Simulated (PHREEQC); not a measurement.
TMAH is added in steps, without added water, to 1 kg of water holding 0.016 mol H3BO3, 0.00053 mol Na2CO3 and 0.018 mol NaCl, at 4.2 °C. O2 is buffered at 0.21 atm. CO2 from the air is kept out. Nothing may precipitate in this run.

Base run: PHREEQC, ion-association model, wateq4f.dat. Each further column changes one thing. The table gives pH.

```csv
TMAH added (mol),base,diluted 10-fold with water,temperature from 4.2 to 80 °C,solids may form
0,7.90,7.94,7.36,7.90
0.0025,8.72,11.69,8.15,8.72
0.005,9.07,12.26,8.50,9.07
0.00625,9.21,?,8.63,9.21
0.00875,9.47,12.57,8.89,9.47
0.01125,9.77,12.70,?,9.77
0.01375,10.19,12.80,9.45,10.19
0.01625,11.34,?,?,11.34
0.01875,12.13,12.94,10.08,12.13
0.02,12.29,?,10.19,12.29
0.0225,12.50,13.02,?,12.50
0.025,12.64,?,10.49,12.64
```

Question: Some entries are withheld; supply them.

Answer: 
- 0.00625, diluted 10-fold with water: 12.39
- 0.01125, temperature from 4.2 to 80 °C: 9.15
- 0.01625, diluted 10-fold with water: 12.87
- 0.01625, temperature from 4.2 to 80 °C: 9.79
- 0.02, diluted 10-fold with water: 12.97
- 0.0225, temperature from 4.2 to 80 °C: 10.36
- 0.025, diluted 10-fold with water: 13.07

(CH3)4N+ isn't in the database: it is added as a free cation with an ion size of 4 Å. At this temperature some constants are extrapolated from 25 °C, and those without enthalpy data are left unchanged. Solids allowed in the column 'solids may form': Halite, Nahcolite, Natron.
